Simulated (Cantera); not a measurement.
A closed system holds: 1 mol SiCl4, 0.14 mol CH4, a varied amount of H2, equilibrated at 2575 K and 37000 Pa.

These are equilibrium values from Cantera (NASA tables, ideal gas, pure condensed phases), not measurements of a reactor. Candidate condensed phases: C, C6H6, C7H8, C8H18, Si, SiC; 109 gas species. The tables' values for SiCl, SiCl3 are old estimates; treat these amounts as uncertain. Gases not in the tables: Si2H6 and higher silanes. Equilibrium is a limit: real reactors are often held back by kinetics, nucleation or transport.

**Question.** At 25 mol H2, list the 4 most abundant gas species with their mole fractions, and the condensed phases.

**Answer.** H2 0.802, HCl 0.108, H 0.0510, Si 0.0132. Condensed: gas only.
